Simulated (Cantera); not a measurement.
Feed: 1 mol CO, 1.2 mol O2, 8 mol N2, at 1300 K and 1000 Pa.

These are equilibrium values from Cantera (NASA tables, ideal gas, pure condensed phases), not measurements of a reactor. Candidate condensed phases: C; 24 gas species. Rates play no part.

Base state: N2 0.825, CO2 0.103, O2 0.0720, NO 0.000237 (mole fractions); condensed: gas only.

Problem. What changes in the equilibrium state with this change: 0.035 mol H2S added?

Solution. 
| species | before | after |
|---|---|---|
| N2 | 0.825 | 0.823 |
| CO2 | 0.103 | 0.103 |
| O2 | 0.0720 | 0.0665 |
| H2O | 0 | 0.00360 |
| SO2 | 0 | 0.00359 |
| SO3 | 0 | 1.13e-5 |
| NO | 0.000237 | 0.000228 |
Further candidate phases: C6H6, C7H8, C8H18, H2O, H2SO4, S.

Problem. What changes in the equilibrium state with this change: temperature from 1300 K to 1798.15 K?

Solution. 
```tsv
species	before	after
N2	0.825	0.823
CO2	0.103	0.102
O2	0.0720	0.0711
NO	0.000237	0.00246
CO	5.88e-7	0.000774
O	4.75e-7	0.000319
```
